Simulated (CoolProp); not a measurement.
Vapour-liquid equilibrium of methanol (1) + ethanol (2) at 5.95 bar; x and y are mole fractions of (1).

Values from CoolProp's multi-fluid Helmholtz-energy mixture model, de Reuck 1993 and Schroeder 2014; pair parameters Bell 2016.

```
x      bubble temperature (K)  y at the bubble point  dew temperature at overall composition x (K)  liquid density (mol/L)
-----  ----------------------  ---------------------  --------------------------------------------  ----------------------
0.05                    403.6                  0.069                                         403.9                   14.94
0.125                   402.5                  0.166                                         403.0                   15.34
0.2                     401.4                  0.258                                         402.1                   15.75
0.275                   400.3                  0.344                                         401.2                   16.18
0.35                    399.3                  0.426                                         400.2                   16.64
0.425                   398.3                  0.505                                         399.3                   17.11
0.5                     397.3                  0.581                                         398.4                   17.60
0.575                   396.3                  0.653                                         397.4                   18.12
0.65                    395.3                  0.723                                         396.4                   18.66
0.725                   394.3                  0.789                                         395.3                   19.22
0.8                     393.3                  0.852                                         394.1                   19.82
0.875                   392.2                  0.911                                         392.9                   20.44
0.95                    391.2                  0.966                                         391.5                   21.10
```

No azeotrope shows between x = 0.05 and 0.95.

Pair parameters are fitted to limited data, so mixtures are less certain than the pure fluids.
